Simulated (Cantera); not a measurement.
Source: NASA polynomial tables (part measured, part estimated), evaluated in Cantera. Values are per mole of reaction as written; species without (g) are pure solids or liquids, kept so even where they would boil at 1 bar.

Nb + O2(g) = NbO2

```csv
T (K),ΔH° (kJ),ΔS° (J/K),ΔG° (kJ),log10 K
300,?,?,?,?
475,-793.6,-183.6,-706.4,77.68
625,-791.8,-180.4,-679.1,56.75
775,?,?,?,?
925,-786.5,-173.5,-625.9,35.35
1075,?,?,?,?
```

Task: Some entries are withheld; supply them.

Result: 
- 300, ΔH° (kJ): -794.9
- 300, ΔS° (J/K): -187.1
- 300, ΔG° (kJ): -738.8
- 300, log10 K: 128.64
- 775, ΔH° (kJ): -789.5
- 775, ΔS° (J/K): -177.1
- 775, ΔG° (kJ): -652.2
- 775, log10 K: 43.96
- 1075, ΔH° (kJ): -782.7
- 1075, ΔS° (J/K): -169.8
- 1075, ΔG° (kJ): -600.2
- 1075, log10 K: 29.16
